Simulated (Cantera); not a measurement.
## Boron, boron nitride and boron oxide: B2O3 + H2O + H2

Input: 1 mol B2O3, a varied amount of H2O, 15 mol H2, equilibrated at 0.133 bar.

Equilibrium computed with Cantera from the NASA thermochemical tables; the gas is ideal and each condensed phase is pure. Candidate condensed phases: B, B2O3, B3O3H3, H2O; 23 gas species. Gases not in the tables: H3BO3. Kinetics and transport are ignored.

Map the stable condensed phases over T = 1400, 1500, 1600, 1700, 1800, 1900, 2000, 2100, 2200, 2300, 2400 K and n(H2O) in mol = 0.09, 0.16, 0.27, 0.46, 0.79, 1.4, 2.3, 4, 6.9.


```
T in K \ n(H2O) in mol
         0.09 0.16 0.27 0.46 0.79  1.4  2.3    4  6.9
   2400     A    A    A    A    A    A    A    A    A
   2300     A    A    A    A    A    A    A    A    A
   2200     A    A    A    A    A    A    A    A    A
   2100     A    A    A    A    A    A    A    A    A
   2000     A    A    A    A    A    A    A    A    A
   1900     A    A    A    A    A    A    A    A    A
   1800     B    B    B    A    A    A    A    A    A
   1700     B    B    B    B    B    B    B    A    A
   1600     B    B    B    B    B    B    B    B    B
   1500     B    B    B    B    B    B    B    B    B
   1400     B    B    B    B    B    B    B    B    B
```
A: gas only; B: B2O3.
